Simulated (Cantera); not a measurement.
Premixed flame

A freely propagating, adiabatic, planar premixed flame of H₂ : O₂ : N₂ = 1 : 0.455 : 1.71 (molar parts), unburnt at 650 K and 0.970 bar; unity-Lewis-number transport, grid criteria slope 0.08 and curve 0.16, no radiation.

Computed with Cantera and the H2/O2 subset of GRI-Mech 3.0, which has no nitrogen chemistry. Unity Lewis numbers drop preferential diffusion, which matters most where H2 and H carry the flame. Burning velocities carry a grid error of a few per cent, more on coarse grids.

```json
[
 {"z (mm)": "-1.17", "T (K)": "650", "u (m/s)": "5.97", "x H₂": "0.316", "x O₂": "0.144", "x H₂O": "<1e-8", "x H": "<1e-8", "x O": "<1e-8", "x OH": "<1e-8"},
 {"z (mm)": "-0.777", "T (K)": "650", "u (m/s)": "5.97", "x H₂": "0.316", "x O₂": "0.144", "x H₂O": "1.72e-7", "x H": "<1e-8", "x O": "<1e-8", "x OH": "<1e-8"},
 {"z (mm)": "-0.583", "T (K)": "650", "u (m/s)": "5.97", "x H₂": "0.316", "x O₂": "0.144", "x H₂O": "1.62e-6", "x H": "<1e-8", "x O": "<1e-8", "x OH": "<1e-8"},
 {"z (mm)": "-0.389", "T (K)": "650", "u (m/s)": "5.97", "x H₂": "0.316", "x O₂": "0.144", "x H₂O": "3.16e-5", "x H": "1.10e-8", "x O": "1.91e-8", "x OH": "<1e-8"},
 {"z (mm)": "-0.194", "T (K)": "673", "u (m/s)": "6.16", "x H₂": "0.313", "x O₂": "0.142", "x H₂O": "0.00290", "x H": "6.27e-5", "x O": "1.16e-5", "x OH": "1.13e-5"},
 {"z (mm)": "-0.0971", "T (K)": "868", "u (m/s)": "7.86", "x H₂": "0.285", "x O₂": "0.129", "x H₂O": "0.0329", "x H": "0.00501", "x O": "0.000472", "x OH": "0.000486"},
 {"z (mm)": "0", "T (K)": "1318", "u (m/s)": "11.6", "x H₂": "0.158", "x O₂": "0.0725", "x H₂O": "0.143", "x H": "0.0515", "x O": "0.00654", "x OH": "0.00469"},
 {"z (mm)": "0.0971", "T (K)": "1609", "u (m/s)": "13.9", "x H₂": "0.0738", "x O₂": "0.0315", "x H₂O": "0.218", "x H": "0.0771", "x O": "0.0130", "x OH": "0.0119"},
 {"z (mm)": "0.194", "T (K)": "1754", "u (m/s)": "15.0", "x H₂": "0.0638", "x O₂": "0.0233", "x H₂O": "0.234", "x H": "0.0687", "x O": "0.0133", "x OH": "0.0153"},
 {"z (mm)": "0.389", "T (K)": "1915", "u (m/s)": "16.1", "x H₂": "0.0632", "x O₂": "0.0194", "x H₂O": "0.246", "x H": "0.0537", "x O": "0.0113", "x OH": "0.0177"},
 {"z (mm)": "0.777", "T (K)": "2083", "u (m/s)": "17.3", "x H₂": "0.0615", "x O₂": "0.0157", "x H₂O": "0.259", "x H": "0.0390", "x O": "0.00866", "x OH": "0.0190"},
 {"z (mm)": "1.55", "T (K)": "2244", "u (m/s)": "18.4", "x H₂": "0.0579", "x O₂": "0.0120", "x H₂O": "0.273", "x H": "0.0267", "x O": "0.00597", "x OH": "0.0187"},
 {"z (mm)": "3.11", "T (K)": "2384", "u (m/s)": "19.3", "x H₂": "0.0529", "x O₂": "0.00856", "x H₂O": "0.288", "x H": "0.0173", "x O": "0.00373", "x OH": "0.0170"}
]
```
x: mole fraction of selected species; z is measured from the peak of heat release.

laminar burning velocity: 597 cm/s
thermal thickness: 0.389 mm
peak x(H): 0.0773
peak x(O): 0.0136
peak x(OH): 0.0191
grid points: 122
